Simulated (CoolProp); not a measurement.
The fluid at 298.15 K and 0.0111 MPa is compressed adiabatically to 0.0744 MPa with isentropic efficiency 0.85. The same conditions are run with several fluids, on thermodynamics alone (safety and materials aside).

Model: reference Helmholtz-energy equation of state of each fluid (tetrahydrofuran: Fiedler 2023; R21: Platzer 1990; normal hydrogen: Leachman 2009; n-pentane: Thol 2019; n-perfluorohexane: Gao 2022), in CoolProp. The equations of Platzer and Polt are older, rougher fits.

```json
[
 {"fluid": "tetrahydrofuran", "work (kJ/kg)": "[?]", "final temperature (K)": "[?]", "final phase": "gas", "final density (kg/m³)": "[?]"},
 {"fluid": "R21", "work (kJ/kg)": "[?]", "final temperature (K)": "[?]", "final phase": "gas", "final density (kg/m³)": "[?]"},
 {"fluid": "normal hydrogen", "work (kJ/kg)": "3660", "final temperature (K)": "[?]", "final phase": "gas", "final density (kg/m³)": "0.0327"},
 {"fluid": "n-pentane", "work (kJ/kg)": "81.1", "final temperature (K)": "345.3", "final phase": "gas", "final density (kg/m³)": "1.91"},
 {"fluid": "n-perfluorohexane", "work (kJ/kg)": "16.4", "final temperature (K)": "[?]", "final phase": "two-phase, vapour fraction 0.979", "final density (kg/m³)": "10.1"}
]
```

Task: Fill in the missing entries.

Result: 
- tetrahydrofuran, work (kJ/kg): 84.1
- tetrahydrofuran, final temperature (K): 369.1
- tetrahydrofuran, final density (kg/m³): 1.78
- R21, work (kJ/kg): 60.9
- R21, final temperature (K): 394.7
- R21, final density (kg/m³): 2.35
- normal hydrogen, final temperature (K): 550.9
- n-perfluorohexane, final temperature (K): 321.5
